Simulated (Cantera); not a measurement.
Charge: 1 mol Si, 4.9 mol HCl, at 675 K and 8.90 Pa.

Cantera equilibrium calculation (NASA polynomials, part measured and part estimated; ideal gas, pure solids and liquids). Candidate condensed phases: Si; 19 gas species. Kinetics and transport are ignored.

Base state: H2 0.513, SiCl4 0.256, HCl 0.231, SiHCl3 7.47e-5 (mole fractions); condensed: gas only.

What changes in the equilibrium state with this change: temperature from 675 K to 1048 K?


| species | before | after |
|---|---|---|
| H2 | 0.513 | 0.461 |
| HCl | 0.231 | 0.290 |
| SiCl4 | 0.256 | 0.205 |
| SiCl2 | <1e-9 | 0.0237 |
| SiCl3 | 3.84e-7 | 0.0163 |
| SiHCl3 | 7.47e-5 | 0.00333 |
The tables' values for SiCl3 are old estimates; treat these amounts as uncertain.
